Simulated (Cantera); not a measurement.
Mixture: CH3OH : O2 : N2 = 1 : 0.682 : 3.55 (molar parts), at 4350 Torr, adiabatic and at constant volume. Ignition delay is the time to a rise of 400 K.

Detailed kinetics in Cantera: GRI-Mech 3.0 (53 species, 325 reactions). GRI-Mech 3.0 was tuned for natural gas; its chemistry of methanol as a main component is partial and can be far from experiment.

**Question.** What does this change do: pressure from 4350 Torr to 3750 Torr?

**Answer.** 
```json
[
 {"quantity": "delay at 1150 K", "before": "4.72 ms", "after": "5.28 ms"},
 {"quantity": "delay at 1250 K", "before": "0.867 ms", "after": "0.972 ms"},
 {"quantity": "delay at 1350 K", "before": "0.209 ms", "after": "0.235 ms"},
 {"quantity": "delay at 1450 K", "before": "63.0 µs", "after": "71.1 µs"},
 {"quantity": "delay at 1550 K", "before": "23.1 µs", "after": "26.1 µs"},
 {"quantity": "apparent activation energy between 1450 and 1550 K", "before": "190 kJ/mol", "after": "190 kJ/mol"}
]
```

**Question.** What does this change do: pressure from 4350 Torr to 9750 Torr?

**Answer.** 
```json
[
 {"quantity": "delay at 1150 K", "before": "4.72 ms", "after": "2.64 ms"},
 {"quantity": "delay at 1250 K", "before": "0.867 ms", "after": "0.480 ms"},
 {"quantity": "delay at 1350 K", "before": "0.209 ms", "after": "0.114 ms"},
 {"quantity": "delay at 1450 K", "before": "63.0 µs", "after": "33.9 µs"},
 {"quantity": "delay at 1550 K", "before": "23.1 µs", "after": "12.2 µs"},
 {"quantity": "apparent activation energy between 1450 and 1550 K", "before": "190 kJ/mol", "after": "190 kJ/mol"}
]
```
The pressure lies above the range GRI-Mech 3.0 was tuned for (to about 10 atm).
